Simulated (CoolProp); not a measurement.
Vapour-liquid equilibrium of CH2F2 (R32) (1) + propylene (2) at 42.75 °C; x and y are mole fractions of (1).

Values from CoolProp's multi-fluid Helmholtz-energy mixture model, Tillner-Roth 1997 and Lemmon 2013; pair parameters Bell 2016.

Problem. Give the bubble pressure and the first vapour's composition at x = 0.05, 0.65, 0.875. Is there an azeotrope?

Solution. x = 0.05: 1.951 MPa, y = 0.113; x = 0.65: 2.984 MPa, y = 0.665; x = 0.875: 2.892 MPa, y = 0.842. y crosses x between x = 0.65 and 0.725: the model has an azeotrope there.

The pair parameters rest on a limited set of measurements; away from them the model extrapolates.
